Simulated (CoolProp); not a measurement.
Vapour-liquid equilibrium of p-xylene (1) + n-nonane (2) at 169.45 °C; x and y are mole fractions of (1).

Values from CoolProp's multi-fluid Helmholtz-energy mixture model, Zhou 2012 and Lemmon 2006; pair parameters Bell 2016.

Q: Give the bubble pressure and the first vapour's composition at x = 0.5, 0.65, 0.8. Is there an azeotrope?

A: x = 0.5: 191.3 kPa, y = 0.564; x = 0.65: 199.2 kPa, y = 0.705; x = 0.8: 207.1 kPa, y = 0.837. No azeotrope shows between x = 0.05 and 0.95.

The pair parameters rest on a limited set of measurements; away from them the model extrapolates.
